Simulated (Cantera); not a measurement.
Cantera run:

```python
import numpy as np
import cantera as ct

gas_names = """
    AL ALBr ALBr3 ALN ALO ALO2 AL2 AL2Br6 AL2O AL2O2 Br Br2 N NO NO2 NO3 N2 N2O O O2 O3
""".split()
cond_names = """
    AL(cr) AL(L) ALBr3(s) ALBr3(L) ALN(s) AL2O3(a) AL2O3(L) Br2(cr) Br2(L)
""".split()


# ... load() reads the species with a 1 bar reference pressure and builds the phases ...
atoms = {
    'AlBr3': {'AL': 1, 'Br': 3},
    'O2': {'O': 2},
    'N2': {'N': 2},
}
top_T = {'ALN(s)': 2750}  # K; cautious upper limits of use, not melting points


# ... equilibrate(T, P, feed) seeds the gas with the atoms and calls Mixture.equilibrate('TP', solver="vcs", rtol=1e-11, max_steps=5000) ...
results = []
T = 1300  # K
P = 36000  # Pa
for m in [0.22, 0.36, 0.5, 0.63, 0.77, 0.91, 1, 1.2, 1.3, 1.5, 1.6, 1.7, 1.9]:
    feed = {'AlBr3': 1, 'O2': m, 'N2': 2.9}  # mol
    mix = equilibrate(T, P, feed)
    results.append((T, P, feed, dict(zip(mix.species_names, mix.species_moles))))

top = {s: max(r[3][s] / sum(r[3][g] for g in gas_names) for r in results) for s in gas_names}
cols = sorted((s for s in top if top[s] > 1e-06), key=lambda s: -top[s])[:8]
seen = [c for c in cond_names if any(r[3].get(c, 0) > 1e-12 for r in results)]
print("log10 of partial pressures in bar; condensed amounts in mol")
print(f"{'n(O2)':>10s}" + "".join(f"{s[:9]:>10s}" for s in cols + seen))
for T, P, feed, n in results:
    ng = sum(n[g] for g in gas_names)
    print(f"{feed['O2']:10.4g}" + "".join(f"{np.log10(max(n[s] / ng * P / 1e5, 1e-99)):10.3f}" for s in cols)
          + "".join(f"{n.get(c, 0):10.4g}" for c in seen))
```

It prints:

```
log10 of partial pressures in bar; condensed amounts in mol
     n(O2)        N2       Br2        O2     ALBr3        Br        NO    AL2Br6       NO2  AL2O3(a)
      0.22    -0.598    -1.514   -14.418    -1.211    -1.813   -10.520    -5.052   -19.353    0.1467
      0.36    -0.610    -1.293   -13.781    -1.357    -1.702   -10.207    -5.344   -18.722      0.24
       0.5    -0.622    -1.151   -13.224    -1.562    -1.631    -9.935    -5.754   -18.171    0.3333
      0.63    -0.633    -1.055   -12.592    -1.891    -1.583    -9.624    -6.412   -17.545      0.42
      0.77    -0.644    -0.986    -2.808    -9.126    -1.549    -4.738   -20.883    -7.766       0.5
      0.91    -0.657    -1.000    -1.917    -9.816    -1.556    -4.299   -22.262    -6.881       0.5
         1    -0.666    -1.009    -1.731    -9.969    -1.560    -4.210   -22.567    -6.700       0.5
       1.2    -0.684    -1.028    -1.493   -10.175    -1.570    -4.100   -22.981    -6.471       0.5
       1.3    -0.692    -1.037    -1.415   -10.248    -1.574    -4.065   -23.127    -6.397       0.5
       1.5    -0.709    -1.056    -1.297   -10.364    -1.583    -4.015   -23.358    -6.288       0.5
       1.6    -0.717    -1.064    -1.251   -10.411    -1.588    -3.996   -23.453    -6.246       0.5
       1.7    -0.725    -1.073    -1.210   -10.455    -1.592    -3.980   -23.539    -6.209       0.5
       1.9    -0.741    -1.090    -1.143   -10.530    -1.600    -3.954   -23.691    -6.150       0.5
```

Equilibrium computed with Cantera from the NASA thermochemical tables; the gas is ideal and each condensed phase is pure.
